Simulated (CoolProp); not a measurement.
Acetone along the isotherm 550 K: Z from the reference equation and from simpler models built on Tc = 508.1 K, pc = 4.692 MPa, ω = 0.307; each cubic takes its own stable root.

Values from CoolProp's reference Helmholtz-energy equation of state, Lemmon 2006. It is a short technical equation, of lower accuracy than the large ones.

```
p (MPa)          phase  reference
-------  -------------  ---------
0.0742             gas     0.9953
0.125              gas     0.9920
0.211              gas     0.9865
0.357              gas     0.9771
0.602              gas     0.9611
1.02               gas     0.9335
1.71               gas     0.8867
2.89               gas     0.8022
4.88     supercritical     0.6412
8.24     supercritical     0.3350
13.9     supercritical     0.3898
23.5     supercritical     0.5719
```

How far does each simpler model (van der Waals, Soave-Redlich-Kwong, Peng-Robinson) lie from the reference over these 12 states: mean and median of the absolute difference, and the worst?


- van der Waals: mean 11.6 %, median 1.4 %, worst +53.5 % at 550 K and 23.5 MPa
- Soave-Redlich-Kwong: mean 9.0 %, median 1.3 %, worst +34.6 % at 550 K and 8.24 MPa
- Peng-Robinson: mean 5.4 %, median 0.2 %, worst +25.5 % at 550 K and 8.24 MPa
